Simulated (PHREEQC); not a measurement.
Make-up at 25 °C: 0.0023 mol Fe2(SO4)3 per kg of water. Closed to the air; pH follows from the charge balance.

Model: ion-association model, phreeqc.dat, run in PHREEQC.

Precipitation was switched off in this run.

**Question.** Estimate the pH, ionic strength.

**Answer.** pH 2.95; ionic strength 0.0130 mol/kgw.

**Question.** In which forms is S present?

**Answer.** SO4-2 50 %, FeSO4+ 42 %, Fe(SO4)2- 4.0 %, HSO4- 3.9 % of the S.

Saturation is exceeded, for instance for Hematite (slow to form), Goethite (slow to form); the values hold only as long as no solid forms.
